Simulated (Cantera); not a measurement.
## Catalytic combustion on Pt

An isothermal plug-flow reactor at 1075 K and 0.400 bar (inlet), inlet velocity 2.4 m/s, active area per volume 1300 1/m; feed 0.486 % CH4, 1.13 % O2, 89.3 % N2, 9.05 % H2O, equivalence ratio 0.86.

Model: Deutschmann's 1995 Pt surface mechanism with GRI-Mech 3.0 gas chemistry, integrated in Cantera. Catalytic surfaces can have several steady states; this one follows from the mechanism file's or the stated starting coverage. Mass transfer to the wall is taken as infinitely fast.

```
z (m)      x CH4     x O2   x H2O     x CO2     x CO  θ free Pt   θ O*    θ OH*
-------  -------  -------  ------  --------  -------  ---------  -----  -------
3.7e-05  0.00480   0.0112  0.0906   5.32e-5  4.85e-6      0.497  0.499  0.00335
6.6e-05  0.00476   0.0111  0.0907   9.75e-5  5.69e-6      0.498  0.499  0.00335
0.00012  0.00468   0.0109  0.0908  0.000181  5.93e-6      0.499  0.498  0.00335
0.00021  0.00454   0.0107  0.0911  0.000317  5.81e-6      0.501  0.496  0.00336
0.00037  0.00430   0.0102  0.0916  0.000552  5.55e-6      0.504  0.493  0.00336
0.00066  0.00390  0.00939  0.0924  0.000955  5.10e-6      0.509  0.488  0.00338
0.0012   0.00322  0.00804  0.0937   0.00163  4.33e-6      0.519  0.478  0.00340
0.0021   0.00230  0.00621  0.0956   0.00254  3.24e-6      0.535  0.462  0.00343
0.0037   0.00120  0.00400  0.0978   0.00365  1.81e-6      0.561  0.435  0.00345
```
x: gas mole fraction; θ: surface coverage.
